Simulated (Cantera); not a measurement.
Input: 1 mol Si3N4, 0.38 mol O2, 6.1 mol N2, at 0.00310 bar.

Equilibrium computed with Cantera from the NASA thermochemical tables; the gas is ideal and each condensed phase is pure. Candidate condensed phases: Si, SiO2, Si2N2O, Si3N4; 16 gas species. Mutual solubility and eutectic melting of coexisting phases are not modelled. Equilibrium is a limit: real reactors are often held back by kinetics, nucleation or transport.

### Question
What share of the Si ends up in condensed phases as a function of T (K), at 1725, 1750, 1775, 1800, 1825, 1850, 1875?

### Answer
| T (K) | Si condensed (%) | as |
|---|---|---|
| 1725 | 93.6 | Si2N2O(s) + Si3N4(s) |
| 1750 | 82.7 | Si(l) + Si2N2O(s) |
| 1775 | 74.4 | Si(l) |
| 1800 | 74.3 | Si(l) |
| 1825 | 74.2 | Si(l) |
| 1850 | 74.0 | Si(l) |
| 1875 | 73.7 | Si(l) |
